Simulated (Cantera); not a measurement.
Feed: 1 mol C₂F₆, 0.075 mol CH₄, 0.38 mol H₂, held at 1498.15 K and 12.0 mbar.

Cantera equilibrium calculation (NASA polynomials, part measured and part estimated; ideal gas, pure solids and liquids). The feed counts by its element totals alone. Gases not in the tables: C₂F₆ and larger saturated fluorocarbons. Equilibrium is a limit: real reactors are often held back by kinetics, nucleation or transport.

```csv
species,before,after
F,4.52e-5,0.663
HF,0.462,0.165
CF,7.32e-9,0.0850
CF₄,0.538,7.93e-7
C₃,<1e-9,0.0439
CF₂,0.000278,0.0251
C,<1e-9,0.00674
C₂,<1e-9,0.00450
C₅,<1e-9,0.000933
H,6.85e-9,0.00474
C₄,<1e-9,0.000171
C₂H,<1e-9,6.28e-5
"C(graphite), mol",0.840,0.438
```
Gas species are given as mole fractions.

Problem. Which change was made?
A. CH₄ from 0.075 to 1.2 mol
B. temperature from 1498.15 K to 3050 K
C. CH₄ from 0.075 to 0.35 mol
D. temperature from 1498.15 K to 2275 K

Solution. B, temperature from 1498.15 K to 3050 K
